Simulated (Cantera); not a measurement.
# Pyrogenic steam for wet oxidation

An isothermal, constant-pressure homogeneous reactor starts with H₂ : O₂ : N₂ = 0.3 : 1 : 8.7 (molar parts), equivalence ratio 0.15, at 1275 K and 1.00 bar.

Cantera simulation using the H2/O2 subset of GRI-Mech 3.0, which has no nitrogen chemistry; the numbers are that mechanism's predictions, not measurements.

```tsv
t (s)	x H₂	x O₂	x HO₂	x O	x H₂O₂	x H
3.00e-5	0.0300	0.1000	1.02e-7	2.67e-7	2.39e-10	4.32e-7
9.90e-5	0.00819	0.0880	3.06e-5	0.00464	3.00e-6	0.00599
0.000327	0.000190	0.0860	1.34e-5	0.000485	9.61e-7	9.14e-5
0.00108	1.52e-5	0.0862	2.33e-6	3.65e-5	2.01e-7	1.86e-6
0.00356	1.42e-6	0.0863	3.67e-7	4.83e-6	4.22e-8	8.90e-8
0.0117	1.95e-7	0.0863	7.54e-8	9.70e-7	1.02e-8	7.86e-9
0.0387	4.27e-8	0.0863	2.08e-8	2.48e-7	2.81e-9	1.01e-9
0.128	1.26e-8	0.0863	9.65e-9	7.61e-8	9.02e-10	1.78e-10
0.422	6.27e-9	0.0863	8.34e-9	3.65e-8	4.44e-10	6.41e-11
1.39	5.76e-9	0.0863	8.33e-9	3.30e-8	4.04e-10	5.63e-11
4.59	5.76e-9	0.0863	8.33e-9	3.30e-8	4.04e-10	5.63e-11
15.2	5.76e-9	0.0863	8.33e-9	3.30e-8	4.04e-10	5.63e-11
50.0	5.76e-9	0.0863	8.33e-9	3.30e-8	4.04e-10	5.63e-11
```
x: mole fraction; the columns are a selection and need not sum to one.

Equilibrium at this temperature and pressure: H₂ 5.76e-9, O₂ 0.0863, HO₂ 8.33e-9, O 3.30e-8, H₂O₂ 4.04e-10, H 5.63e-11 (gas phase only).
